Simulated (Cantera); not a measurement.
A closed system holds: 1 mol BN, a varied amount of O₂, 2.8 mol H₂, held at 1598 K and 0.800 bar.

These are equilibrium values from Cantera (NASA tables, ideal gas, pure condensed phases), not measurements of a reactor. Candidate condensed phases: B, BN, B₂O₃, B₃O₃H₃, H₂O; 39 gas species. Mutual solubility and eutectic melting of coexisting phases are not modelled. Gases not in the tables: H₃BO₃. Rates play no part.

x: gas mole fraction; n: condensed amount in mol.

| n(O₂) (mol) | x H₂ | x H₂O | x N₂ | x HBO₂ | x (HBO₂)₃ | n BN(s) | n B₂O₃(l) |
|---|---|---|---|---|---|---|---|
| 0.42 | 0.903 | 0.00280 | 0.0895 | 0.00323 | 4.85e-7 | 0.448 | (withheld) |
| 0.51 | 0.886 | 0.00291 | 0.107 | 0.00329 | 5.15e-7 | 0.329 | (withheld) |
| 0.63 | 0.864 | 0.00302 | 0.129 | 0.00335 | 5.44e-7 | 0.169 | (withheld) |
| 0.77 | 0.833 | 0.00938 | 0.151 | 0.00591 | 2.97e-6 | 0 | 0.489 |
| 0.94 | 0.726 | 0.104 | 0.150 | 0.0197 | 0.000110 | 0 | 0.466 |
| 1.1 | 0.628 | 0.195 | 0.149 | 0.0270 | 0.000283 | 0 | 0.453 |
| 1.4 | 0.446 | 0.367 | 0.149 | 0.0370 | 0.000728 | 0 | 0.434 |
| 1.7 | 0.267 | 0.539 | 0.148 | 0.0448 | 0.00129 | 0 | 0.417 |
| 2.1 | 0.0295 | 0.767 | 0.148 | 0.0534 | 0.00220 | 0 | 0.398 |

### Question
What belongs in the gaps?

### Answer

- 0.42, n B₂O₃(l): 0.269
- 0.51, n B₂O₃(l): 0.328
- 0.63, n B₂O₃(l): 0.408
